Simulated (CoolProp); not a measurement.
A simple Rankine cycle with n-hexane: condensing at 321.15 K, boiler at 1.74 MPa, turbine inlet 510.7 K, turbine efficiency 0.65, pump efficiency 0.6, no recuperator. Each further row changes one setting.

Computed with CoolProp (reference Helmholtz-energy equation of state, Thol 2019).

```
case                             thermal efficiency (%)  net work (kJ/kg)  heat in (kJ/kg)  turbine exit temperature (K)  volume ratio over the turbine
-------------------------------  ----------------------  ----------------  ---------------  ----------------------------  -----------------------------
as stated                                           ___              92.2              722                         455.3                           39.8
turbine inlet 530.7 K                              12.5              97.8              ___                         476.9                           38.3
condensing temperature 313.15 K                     ___               ___              741                         451.8                           53.4
boiler pressure 1.22 MPa                           11.8              87.0              738                           ___                           25.8
turbine efficiency 0.55                             ___              77.4              722                         461.5                           40.4
```

Complete the blanks.


- as stated, thermal efficiency (%): 12.8
- turbine inlet 530.7 K, heat in (kJ/kg): 780
- condensing temperature 313.15 K, thermal efficiency (%): 13.5
- condensing temperature 313.15 K, net work (kJ/kg): 100
- boiler pressure 1.22 MPa, turbine exit temperature (K): 464.2
- turbine efficiency 0.55, thermal efficiency (%): 10.7
